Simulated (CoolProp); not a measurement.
A single-stage vapour-compression cycle with ethane: evaporating at 243.15 K (dew point), condensing at 276.15 K (bubble point), superheat 10 K, subcooling 0 K, compressor efficiency 0.6, no pressure losses. Each further row changes one setting.

Model: reference Helmholtz-energy equation of state, Bücker 2006, in CoolProp.

```csv
case,cooling COP,pressure ratio,discharge temperature (K),refrigerating effect (kJ/kg),volumetric capacity (kJ/m³)
as stated,3.31,2.41,317.8,304,5430
evaporating temperature 248.15 K,4.07,2.08,312.2,307,6370
condensing temperature 271.15 K,?,?,308.7,321,5750
subcooling 5 K,3.51,2.41,317.8,?,5760
superheat 20 K,3.31,2.41,329.0,323,5430
compressor efficiency 0.5,2.76,2.41,325.9,304,5430
```

Q: What belongs in the gaps?

A: 
- condensing temperature 271.15 K, cooling COP: 4.09
- condensing temperature 271.15 K, pressure ratio: 2.14
- subcooling 5 K, refrigerating effect (kJ/kg): 322
